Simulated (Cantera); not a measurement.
Gas mixture: 23.6 % C₃H₈, 39.7 % CO₂, 36.7 % H₂, at 31.5 Torr, frozen composition.

Cantera's kinetic-theory transport with the Lennard-Jones parameters of GRI-Mech 3.0, ideal gas; thermal conductivity in the mixture-averaged form. The composition is frozen, though it would react at the higher temperatures.

D: mixture-averaged diffusion coefficient of that species in the mixture.

| T (K) | ρ (kg/m³) | cp (J/kg/K) | μ (µPa s) | λ (mW/m/K) | Pr | D (cm²/s) N₂ | D (cm²/s) H₂O | D (cm²/s) CH₄ |
|---|---|---|---|---|---|---|---|---|
| 400 | 0.0362 | 1723 | (withheld) | 70.7 | 0.392 | 8.05 | 8.61 | 8.74 |
| 650 | 0.0222 | 2169 | (withheld) | 112 | 0.468 | 18.8 | 21.9 | 20.7 |
| 900 | 0.0161 | 2481 | (withheld) | 150 | 0.509 | 32.8 | 40.0 | 36.3 |
| 1150 | 0.0126 | 2694 | (withheld) | 187 | 0.529 | 49.5 | 61.9 | 54.9 |
| 1400 | 0.0103 | 2854 | (withheld) | 222 | 0.540 | 68.8 | 87.4 | 76.5 |
| 1650 | 0.00876 | 2979 | (withheld) | 255 | 0.546 | 90.5 | 116 | 101 |

Question: What belongs in the gaps?

Answer: 
- 400, μ (µPa s): 16.1
- 650, μ (µPa s): 24.1
- 900, μ (µPa s): 30.8
- 1150, μ (µPa s): 36.6
- 1400, μ (µPa s): 41.9
- 1650, μ (µPa s): 46.9
